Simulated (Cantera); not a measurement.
Input: 1 mol Al₂O₃, 16 mol HCl, 4.3 mol N₂, at 0.000790 bar.

Method: chemical equilibrium by Gibbs-energy minimisation in Cantera with the NASA 1993 tables (ideal gas, pure condensed phases). Candidate condensed phases: Al, AlCl₃, AlN, Al₂O₃, H₂O, NH₄Cl; 45 gas species. The tables' values for AlCl₂ are old estimates; treat these amounts as uncertain. Condensed phases not in the tables: AlOCl. Equilibrium is a limit: real reactors are often held back by kinetics, nucleation or transport.

x: gas mole fraction; n: condensed amount in mol.

| T (K) | x HCl | x N₂ | x Cl | x H₂ | n Al₂O₃(s) |
|---|---|---|---|---|---|
| 600 | 0.788 | 0.212 | 3.35e-11 | 2.34e-9 | 1.000 |
| 750 | 0.788 | 0.212 | 2.92e-8 | 1.06e-7 | 1.000 |
| 900 | 0.788 | 0.212 | 2.31e-6 | 1.92e-6 | 1.000 |
| 1050 | 0.788 | 0.212 | 4.27e-5 | 2.36e-5 | 0.999 |
| 1200 | 0.787 | 0.212 | ___ | ___ | 0.998 |
| 1350 | 0.784 | 0.212 | 0.00183 | 0.000920 | 0.995 |
| 1500 | 0.777 | 0.211 | 0.00676 | 0.00337 | 0.992 |
| 1650 | 0.758 | 0.210 | ___ | ___ | 0.988 |
| 1800 | 0.718 | 0.207 | 0.0470 | 0.0222 | 0.981 |

### Question
Fill in the missing entries.

### Answer

- 1650, x Cl: 0.0196
- 1650, x H₂: 0.00961
- 1200, x Cl: 0.000355
- 1200, x H₂: 0.000182
